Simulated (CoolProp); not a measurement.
Vapour-liquid equilibrium of p-xylene (1) + n-decane (2) at 489.4 K; x and y are mole fractions of (1).

Computed with CoolProp (multi-fluid Helmholtz-energy mixture model, Zhou 2012 and Lemmon 2006; pair parameters Bell 2016).

Question: Give the bubble pressure and the first vapour's composition at x = 0.35, 0.65, 0.85. Is there an azeotrope?

Answer: x = 0.35: 0.3693 MPa, y = 0.506; x = 0.65: 0.4569 MPa, y = 0.774; x = 0.85: 0.5156 MPa, y = 0.911. No azeotrope shows between x = 0.05 and 0.95.

Pair parameters are fitted to limited data, so mixtures are less certain than the pure fluids.
